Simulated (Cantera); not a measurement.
A closed system holds: 1 mol SiCl4, 4.3 mol O2, 19 mol N2, at 1298.15 K.

Cantera equilibrium calculation (NASA polynomials, part measured and part estimated; ideal gas, pure solids and liquids). Candidate condensed phases: Si, SiO2, Si2N2O, Si3N4; 23 gas species. The tables hold silica as quartz up to 1696 K and as liquid above; real silica turns to tridymite and cristobalite and melts near 1996 K. Rates play no part.

Question: At 26.0 Pa, list the 4 most abundant gas species with their mole fractions, and the condensed phases.

Answer: N2 0.738, O2 0.128, Cl 0.112, Cl2 0.0218. Condensed: SiO2(β-quartz).
